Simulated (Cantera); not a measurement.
An isothermal, constant-pressure homogeneous reactor starts with 1.40 % C2H6, 98.6 % N2, at 1750 K and 1.00 bar.

Detailed kinetics in Cantera: GRI-Mech 3.0 (53 species, 325 reactions). GRI-Mech 3.0 stops at C3 and has no aromatics, soot or wall deposition, so with more carbon than oxygen in the feed, carbon stays in small species such as C2H2 where larger ones or solid carbon would form.

x: mole fraction; the columns are a selection and need not sum to one.

| t (s) | x C2H6 | x CH4 | x H2 | x CH2 | x C2H4 | x HCN | x CH3 |
|---|---|---|---|---|---|---|---|
| 2.00e-6 | 0.0134 | 1.27e-5 | 1.13e-5 | 3.24e-7 | 1.44e-5 | 2.46e-11 | 0.000969 |
| 8.60e-6 | 0.0112 | 0.000219 | 0.000790 | 1.01e-5 | 0.000847 | 1.92e-7 | 0.00309 |
| 3.69e-5 | 0.00318 | 0.00203 | 0.00861 | 1.78e-5 | 0.00636 | 5.32e-6 | 0.00285 |
| 0.000159 | 7.77e-5 | 0.00340 | 0.0181 | 2.89e-6 | 0.00342 | 1.03e-5 | 0.000513 |
| 0.000682 | 5.43e-6 | 0.00335 | 0.0213 | 2.76e-7 | 0.000741 | 1.08e-5 | 0.000137 |
| 0.00293 | [?] | 0.00313 | 0.0224 | [?] | [?] | 1.09e-5 | [?] |
| 0.0126 | [?] | [?] | 0.0235 | [?] | [?] | 1.13e-5 | [?] |
| 0.0541 | 3.38e-7 | 0.00122 | 0.0253 | 5.15e-8 | 1.52e-5 | 1.24e-5 | 3.47e-5 |
| 0.233 | 3.37e-8 | 0.000384 | 0.0266 | 1.67e-8 | 1.22e-5 | 1.41e-5 | 1.10e-5 |
| 1.00 | 2.48e-9 | 0.000102 | 0.0270 | 4.48e-9 | 1.21e-5 | 1.61e-5 | 2.92e-6 |

Question: Complete the blanks.

Answer: 
- 0.00293, x C2H6: 2.22e-6
- 0.00293, x CH2: 1.25e-7
- 0.00293, x C2H4: 5.50e-5
- 0.00293, x CH3: 8.81e-5
- 0.0126, x C2H6: 1.33e-6
- 0.0126, x CH4: 0.00243
- 0.0126, x CH2: 9.85e-8
- 0.0126, x C2H4: 2.75e-5
- 0.0126, x CH3: 6.83e-5
